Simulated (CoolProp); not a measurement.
Model: reference Helmholtz-energy equation of state, Lemmon 2006, in CoolProp. It is a short technical equation, of lower accuracy than the large ones.

For C2F6 (R116), give the phase and the cv (kJ/(kg K)), Joule-Thomson coefficient (K/MPa), fugacity coefficient at 279.2 K and 4.06 MPa.


- 279.2 K and 4.06 MPa: liquid; cv 0.750, Joule-Thomson coefficient 0.796, fugacity coefficient 0.424
